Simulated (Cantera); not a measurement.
## Equilibrium for silicon nitride deposition: trisilylamine + NH₃ + H₂ + N₂

Charge: 1 mol trisilylamine, 35 mol NH₃, 0.63 mol H₂, 87 mol N₂, at 750 °C and 0.130 bar.

Cantera equilibrium calculation (NASA polynomials, part measured and part estimated; ideal gas, pure solids and liquids). Candidate condensed phases: Si, Si₃N₄; 18 gas species. The feed counts by its element totals alone. Rates play no part.

The x(N₂) comes out as 0.641. The x(H₂) is 0.359. The x(NH₃) is 1.12e-5, the n(Si₃N₄(s)) is 1.00 mol and the gas amount is 160.6 mol. The log10 activity of Si(s) (absent) comes out as -6.18.
